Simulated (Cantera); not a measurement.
Cantera run:

```python
import numpy as np
import cantera as ct

gas_names = """
    AL ALCL ALCL2 ALCL3 ALN ALO ALOCL ALO2 AL2 AL2CL6 AL2O AL2O2 CL CLO CL2 N NO NO2 NO3 N2 N2O O O2 O3
""".split()
cond_names = """
    AL(cr) AL(L) ALCL3(s) ALCL3(L) ALN(s) AL2O3(a) AL2O3(L)
""".split()


# ... load() reads the species with a 1 bar reference pressure and builds the phases ...
atoms = {
    'AlN': {'AL': 1, 'N': 1},
    'Cl2': {'CL': 2},
    'O2': {'O': 2},
}
top_T = {'ALN(s)': 2750}  # K; cautious upper limits of use, not melting points


# ... equilibrate(T, P, feed) seeds the gas with the atoms and calls Mixture.equilibrate('TP', solver="vcs", rtol=1e-11, max_steps=5000) ...
results = []
T = 1050  # K
P = 11000  # Pa
for m in [0.12, 0.14, 0.18, 0.21, 0.26, 0.32, 0.39, 0.47, 0.57, 0.7, 0.85, 1, 1.3]:
    feed = {'AlN': 1, 'Cl2': 24, 'O2': m}  # mol
    mix = equilibrate(T, P, feed)
    results.append((T, P, feed, dict(zip(mix.species_names, mix.species_moles))))

top = {s: max(r[3][s] / sum(r[3][g] for g in gas_names) for r in results) for s in gas_names}
cols = sorted((s for s in top if top[s] > 1e-05), key=lambda s: -top[s])[:8]
seen = [c for c in cond_names if any(r[3].get(c, 0) > 1e-12 for r in results)]
print("log10 of partial pressures in bar; condensed amounts in mol")
print(f"{'n(O2)':>10s}" + "".join(f"{s[:9]:>10s}" for s in cols + seen))
for T, P, feed, n in results:
    ng = sum(n[g] for g in gas_names)
    print(f"{feed['O2']:10.4g}" + "".join(f"{np.log10(max(n[s] / ng * P / 1e5, 1e-99)):10.3f}" for s in cols)
          + "".join(f"{n.get(c, 0):10.4g}" for c in seen))
```

It prints:

```
log10 of partial pressures in bar; condensed amounts in mol
     n(O2)       CL2     ALCL3        O2        N2        CL  AL2O3(a)
      0.12    -0.985    -2.417    -8.154    -2.642    -3.593      0.08
      0.14    -0.984    -2.431    -8.134    -2.642    -3.593   0.09333
      0.18    -0.983    -2.461    -8.092    -2.643    -3.593      0.12
      0.21    -0.982    -2.485    -8.058    -2.643    -3.592      0.14
      0.26    -0.981    -2.527    -7.999    -2.643    -3.592    0.1733
      0.32    -0.979    -2.585    -7.919    -2.644    -3.591    0.2133
      0.39    -0.978    -2.663    -7.812    -2.645    -3.590      0.26
      0.47    -0.976    -2.773    -7.661    -2.646    -3.589    0.3133
      0.57    -0.973    -2.966    -7.398    -2.647    -3.588      0.38
       0.7    -0.970    -3.523    -6.649    -2.649    -3.586    0.4666
      0.85    -0.970    -5.999    -3.350    -2.651    -3.586    0.4999
         1    -0.973    -6.299    -2.955    -2.654    -3.588    0.4999
       1.3    -0.978    -6.559    -2.618    -2.659    -3.590       0.5
```

These are equilibrium values from Cantera (NASA tables, ideal gas, pure condensed phases), not measurements of a reactor.
